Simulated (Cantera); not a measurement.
A Cantera script and its output.

```python
import numpy as np
import cantera as ct

gas = ct.Solution("gri30.yaml")
gas.TPX = 1625, 330000, {'H2': 1, 'O2': 1.19, 'N2': 4.48}
reactor = ct.IdealGasConstPressureReactor(gas, energy="on", clone=False)
net = ct.ReactorNet([reactor])
net.rtol, net.atol = 1e-08, 1e-16
show = ['H2', 'O2', 'OH', 'NO2', 'NO']
times = np.geomspace(2e-06, 7, 16)

steps = ct.SolutionArray(gas, extra=["t"])
rows = []
print(f"{'t/s':>10s}{'T/K':>9s}{'P/Pa':>11s}" + "".join(f"{s:>11s}" for s in show))
for t in times:
    while net.time < t:
        t_next = net.step()
        steps.append(gas.state, t=t_next)
    rows.append([np.interp(t, steps.t, y) for y in (steps.T, steps.P, *steps(*show).X.T)])
    print(f"{t:10.3e}{rows[-1][0]:9.1f}{rows[-1][1]:11.4g}" + "".join(f"{x:11.3e}" for x in rows[-1][2:]))
rate = np.gradient(steps.T, steps.t)
print("integrator steps:", len(steps.t))
if steps.T.max() > steps.T[0] + 200:
    print(f"time of steepest temperature rise: {steps.t[rate.argmax()]:.4e} s")
gas.TPX = 1625, 330000, {'H2': 1, 'O2': 1.19, 'N2': 4.48}
gas.equilibrate("HP")
print(f"equilibrium (HP): T = {gas.T:.1f} K  " + "  ".join(f"{s} {gas[s].X[0]:.3e}" for s in show))
```

Output:

```
       t/s      T/K       P/Pa         H2         O2         OH        NO2         NO
 2.000e-06   1626.5    3.3e+05  1.469e-01  1.769e-01  4.439e-04  1.992e-13  5.642e-10
 5.461e-06   2092.4    3.3e+05  1.371e-02  1.003e-01  2.273e-02  2.292e-08  3.299e-05
 1.491e-05   2421.1    3.3e+05  6.288e-03  1.034e-01  2.090e-02  9.107e-08  9.746e-05
 4.072e-05   2552.6    3.3e+05  2.462e-03  1.065e-01  1.466e-02  2.447e-07  2.248e-04
 1.112e-04   2565.2    3.3e+05  2.081e-03  1.069e-01  1.365e-02  5.229e-07  4.867e-04
 3.037e-04   2564.1    3.3e+05  2.073e-03  1.065e-01  1.359e-02  1.262e-06  1.174e-03
 8.292e-04   2561.2    3.3e+05  2.056e-03  1.057e-01  1.345e-02  3.154e-06  2.937e-03
 2.264e-03   2554.8    3.3e+05  2.016e-03  1.039e-01  1.315e-02  7.387e-06  6.892e-03
 6.183e-03   2545.1    3.3e+05  1.957e-03  1.011e-01  1.270e-02  1.366e-05  1.279e-02
 1.688e-02   2539.8    3.3e+05  1.926e-03  9.962e-02  1.246e-02  1.702e-05  1.598e-02
 4.610e-02   2539.5    3.3e+05  1.924e-03  9.952e-02  1.245e-02  1.724e-05  1.618e-02
 1.259e-01   2539.5    3.3e+05  1.924e-03  9.952e-02  1.245e-02  1.724e-05  1.618e-02
 3.438e-01   2539.5    3.3e+05  1.924e-03  9.952e-02  1.245e-02  1.724e-05  1.618e-02
 9.388e-01   2539.5    3.3e+05  1.924e-03  9.952e-02  1.245e-02  1.724e-05  1.618e-02
 2.563e+00   2539.5    3.3e+05  1.924e-03  9.952e-02  1.245e-02  1.724e-05  1.618e-02
 7.000e+00   2539.5    3.3e+05  1.924e-03  9.952e-02  1.245e-02  1.724e-05  1.618e-02
integrator steps: 1171
time of steepest temperature rise: 3.1698e-06 s
equilibrium (HP): T = 2539.5 K  H2 1.924e-03  O2 9.952e-02  OH 1.245e-02  NO2 1.724e-05  NO 1.618e-02
```

Cantera simulation using GRI-Mech 3.0 (53 species, 325 reactions); the numbers are that mechanism's predictions, not measurements. The hydrogen kinetics of GRI-Mech 3.0 are dated; newer H2 mechanisms differ, most at raised pressure.
